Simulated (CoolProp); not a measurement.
A single-stage vapour-compression cycle with CH3F (R41): evaporating at 217.15 K (dew point), condensing at 264.15 K (bubble point), superheat 2 K, subcooling 2 K, compressor efficiency 0.7, no pressure losses. Each further row changes one setting.

Computed with CoolProp (reference Helmholtz-energy equation of state, Lemmon 2006). It is a short technical equation, of lower accuracy than the large ones.

| case | cooling COP | pressure ratio | discharge temperature (K) | refrigerating effect (kJ/kg) | volumetric capacity (kJ/m³) |
|---|---|---|---|---|---|
| as stated | 2.53 | 5.25 | 352.9 | 356 | 2180 |
| evaporating temperature 222.15 K | 2.97 | 4.25 | 340.0 | 358 | 2690 |
| condensing temperature 259.15 K | 2.92 | 4.53 | 339.5 | 368 | 2250 |
| subcooling 7 K | 2.61 | 5.25 | 352.9 | 368 | 2250 |
| superheat 12 K | 2.47 | 5.25 | 368.9 | 369 | 2130 |
| compressor efficiency 0.6 | 2.17 | 5.25 | 370.1 | 356 | 2180 |
